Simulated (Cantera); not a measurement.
A closed system holds: 1 mol PbO, 1.4 mol CH4, 7.8 mol N2, at 2302 °C and 0.133 bar.

These are equilibrium values from Cantera (NASA tables, ideal gas, pure condensed phases), not measurements of a reactor. Candidate condensed phases: C, C6H6, C7H8, C8H18, H2O, Pb, PbO, PbO2, Pb3O4; 139 gas species. The numbers say what is thermodynamically allowed, not how fast it happens.

Base state: N2 0.593, H2 0.182, CO 0.0777, Pb 0.0777, H 0.0405, HCN 0.0237, HNC 0.00301, C2H2 (acetylene) 0.00192 (mole fractions); condensed: gas only.

Question: What changes in the equilibrium state with this change: PbO replaced by Fe2O3?

Answer: 
| species | before | after |
|---|---|---|
| N2 | 0.593 | 0.546 |
| Fe | 0 | 0.133 |
| H2 | 0.182 | 0.0944 |
| H2O | 4.52e-8 | 0.0841 |
| Pb | 0.0777 | 0 |
| HCN | 0.0237 | 5.04e-9 |
| CO2 | 3.01e-9 | 0.0120 |
| H | 0.0405 | 0.0291 |
| CO | 0.0777 | 0.0861 |
| FeO | 0 | 0.00683 |
| HNC | 0.00301 | <1e-9 |
| OH | 2.26e-9 | 0.00585 |
Further candidate phases: Fe, Fe(CO)5, FeO, Fe(OH)2, Fe(OH)3, Fe2O3, Fe3O4.
